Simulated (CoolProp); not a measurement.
Saturated liquid density (kg/m³) of the fluoroketone C6F12O (FK-5-1-12): the reference equation beside estimates from Tc = 441.8 K, pc = 18.69 bar, ω = 0.471. Rackett uses Z = 0.29056 − 0.08775 ω.

Values from CoolProp's reference Helmholtz-energy equation of state, McLinden 2015.

```csv
T (K),reference,Rackett,van der Waals,Redlich-Kwong,Soave-Redlich-Kwong
242.1,1761,1953,1025,1517,1595
262.7,1705,1888,994.8,1465,1552
283.3,1646,1819,962.4,1409,1503
303.9,1585,1747,927.4,1348,1447
324.5,1519,1670,889.3,1280,1384
345.1,1449,1587,847.2,1204,1310
365.7,1370,1495,799.9,1119,1223
386.4,1279,1390,745.0,1020,1117
```

Absolute difference from the reference over all 8 rows, mean and median: Rackett 10.0 and 10.1 %, van der Waals 41.6 and 41.6 %, Redlich-Kwong 16.1 and 15.3 %, Soave-Redlich-Kwong 9.7 and 9.2 %.
